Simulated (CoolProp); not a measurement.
The fluid at 298.15 K and 0.124 MPa flows at 0.28 m/s in a round tube of 20 mm bore and 45 µm roughness, fully developed (64/Re and Nu = 3.66 if laminar; Colebrook and Gnielinski if turbulent). The same conditions are run with several fluids, on thermodynamics alone (safety and materials aside).

Computed with CoolProp (reference Helmholtz-energy equation of state of each fluid (c-C4F8 (RC318): Platzer 1990; dry air: Lemmon 2000; R227EA: Lemmon 2016)). The equations of Platzer and Polt are older, rougher fits. Blends and air are pseudo-pure fits.

```
fluid           Reynolds number  Darcy friction factor  pressure drop (Pa/m)  heat-transfer coefficient (W/(m² K))  mass flow (kg/h)
--------------  ---------------  ---------------------  --------------------  ------------------------------------  ----------------
c-C4F8 (RC318)             5200                 0.0395                 0.803                                  11.0              3.29
dry air                     440                  0.145                 0.413                                  4.80             0.459
R227EA                     4260                 0.0415                 0.715                                  9.82              2.79
```

Transport values come from each fluid's own correlations; those of c-C4F8 (RC318), R227EA are estimates that may be off by 10 % or more.
